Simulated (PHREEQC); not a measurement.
Consider water at 25 °C with 11 mmol/kgw NaHSO4, 38 mmol/kgw Na2B4O7 and 2.1 mmol/kgw KCl. It is in equilibrium with CO2 at log p = -1 (atm). Otherwise closed; pH follows from the charge balance.

All values are PHREEQC results (Pitzer model, pitzer.dat), not measurements.

Precipitation was switched off in this run.

Estimate the pH, density.

pH 7.50; density 1.006 g/cm³.

In which forms is C present?

HCO3- 94 %, CO2 5.5 % of the C.

Complexes and solids missing from the database can't appear.
